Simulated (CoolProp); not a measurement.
Propylene at several states: fugacity coefficient from the reference equation and from simpler models built on Tc = 364.2 K, pc = 4555 kPa, ω = 0.146; each cubic takes its own stable root.

The numbers come from the reference Helmholtz-energy equation of state, Lemmon 2013 in CoolProp.

```json
[
 {"T (K)": "120.4", "p (kPa)": "11.7", "phase": "liquid", "reference": "0.0004257", "Soave-Redlich-Kwong": "0.0004480", "Peng-Robinson": "0.0006044"},
 {"T (K)": "278.5", "p (kPa)": "1240", "phase": "liquid", "reference": "0.4946", "Soave-Redlich-Kwong": "0.5019", "Peng-Robinson": "0.4935"},
 {"T (K)": "97.2", "p (kPa)": "668", "phase": "liquid", "reference": "2.800e-8", "Soave-Redlich-Kwong": "3.405e-8", "Peng-Robinson": "5.618e-8"}
]
```
